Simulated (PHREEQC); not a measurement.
2.7 g of hydrous ferric oxide (600 m²/g; 0.2 weak and 0.005 strong sites per Fe, Dzombak-Morel constants, diffuse double layer) in 1 kg of water with 0.01 mol/kgw of an inert sodium salt, at 25 °C; the pH is set by adding NaOH or the inert anion's acid. O2 is buffered at 0.21 atm. No CO2 enters from the air. Nothing may precipitate in this run.

Model: ion-association model, wateq4f.dat, run in PHREEQC.

Problem. Predict surface charge σ (C/m²) at pH = 4.5, 5.25, 6, 7.12.

Solution. 
```tsv
pH	surface charge σ (C/m²)
4.5	0.166
5.25	0.096
6	0.050
7.12	0.015
```

The oxide is taken as insoluble; below pH 4 it would dissolve.
